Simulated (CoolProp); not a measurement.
A simple Rankine cycle with fluoroethane (R161): condensing at 297.15 K, boiler at 2.8 MPa, turbine inlet 360.2 K, turbine efficiency 0.65, pump efficiency 0.7, no recuperator. Each further row changes one setting.

Computed with CoolProp (reference Helmholtz-energy equation of state, Wu 2012).

```json
[
 {"case": "as stated", "thermal efficiency (%)": "(withheld)", "net work (kJ/kg)": "28.8", "heat in (kJ/kg)": "387", "turbine exit temperature (K)": "308.1", "volume ratio over the turbine": "3.20"},
 {"case": "turbine inlet 380.2 K", "thermal efficiency (%)": "7.8", "net work (kJ/kg)": "(withheld)", "heat in (kJ/kg)": "429", "turbine exit temperature (K)": "(withheld)", "volume ratio over the turbine": "3.13"},
 {"case": "condensing temperature 289.15 K", "thermal efficiency (%)": "8.6", "net work (kJ/kg)": "34.8", "heat in (kJ/kg)": "(withheld)", "turbine exit temperature (K)": "299.7", "volume ratio over the turbine": "(withheld)"},
 {"case": "boiler pressure 1.96 MPa", "thermal efficiency (%)": "5.6", "net work (kJ/kg)": "23.2", "heat in (kJ/kg)": "(withheld)", "turbine exit temperature (K)": "328.7", "volume ratio over the turbine": "2.17"},
 {"case": "turbine efficiency 0.55", "thermal efficiency (%)": "6.1", "net work (kJ/kg)": "(withheld)", "heat in (kJ/kg)": "387", "turbine exit temperature (K)": "311.4", "volume ratio over the turbine": "3.26"}
]
```

Fill in the missing entries.


- as stated, thermal efficiency (%): 7.4
- turbine inlet 380.2 K, net work (kJ/kg): 33.3
- turbine inlet 380.2 K, turbine exit temperature (K): 332.6
- condensing temperature 289.15 K, heat in (kJ/kg): 405
- condensing temperature 289.15 K, volume ratio over the turbine: 4.00
- boiler pressure 1.96 MPa, heat in (kJ/kg): 413
- turbine efficiency 0.55, net work (kJ/kg): 23.8
